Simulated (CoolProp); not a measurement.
Hydrogen chloride at 298.15 K and 1.03 MPa is throttled through a valve to 0.27 MPa with no heat exchange. Each further row changes one setting.

The numbers come from the reference Helmholtz-energy equation of state, Thol 2018 in CoolProp.

```csv
case,temperature change (K),final density (kg/m³)
as stated,(withheld),(withheld)
outlet pressure 0.081 MPa,(withheld),(withheld)
outlet pressure 0.351 MPa,(withheld),(withheld)
```

Q: Some entries are withheld; supply them.

A: 
- as stated, temperature change (K): -12.4
- as stated, final density (kg/m³): 4.22
- outlet pressure 0.081 MPa, temperature change (K): -15.8
- outlet pressure 0.081 MPa, final density (kg/m³): 1.27
- outlet pressure 0.351 MPa, temperature change (K): -11.0
- outlet pressure 0.351 MPa, final density (kg/m³): 5.49
